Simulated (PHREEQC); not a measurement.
Consider water at 20 °C with 0.0017 mol TMAH, 3.4e-05 mol NaAlO2 and 0.062 mol Na2CO3 per kg of water. Closed to the air; pH follows from the charge balance.

The numbers come from PHREEQC with the ion-association model, wateq4f.dat.

Each row changes one thing in this solution. No solid was allowed to form.

| case | pH | ionic strength (mol/kgw) | Na+ (mol/kgw) | CO3-2 (mol/kgw) | NaCO3- (mol/kgw) | HCO3- (mol/kgw) | SI of Gibbsite (Al(OH)3) | SI of Boehmite (AlOOH) |
|---|---|---|---|---|---|---|---|---|
| as made | 11.52 | 0.145 | 0.103 | 0.0401 | 0.0206 | 0.00130 | -1.31 | -1.85 |
| diluted 10-fold with water | 11.06 | 0.0170 | 0.0119 | 0.00497 | 0.000517 | 0.000712 | -1.78 | -2.32 |
| 0.0084 mol/kgw NH3 added | 11.53 | 0.145 | 0.103 | 0.0401 | 0.0206 | 0.00128 | -1.32 | -1.86 |
| Na2CO3 from 0.062 to 0.0062 mol/kgw | ? | 0.0189 | 0.0119 | 0.00533 | 0.000543 | 0.000330 | -1.14 | -1.68 |
| TMAH left out | 11.34 | ? | 0.103 | 0.0396 | 0.0204 | 0.00195 | -1.13 | -1.67 |
| NaAlO2 from 3.4e-05 to 6.8e-06 mol/kgw | 11.52 | 0.145 | 0.103 | 0.0401 | 0.0206 | 0.00130 | -2.01 | -2.55 |

### Question
Some entries are withheld; supply them.

### Answer

- Na2CO3 from 0.062 to 0.0062 mol/kgw, pH: 11.42
- TMAH left out, ionic strength (mol/kgw): 0.143

(CH3)4N+ isn't in the database: it is added as a free cation with an ion size of 4 Å.
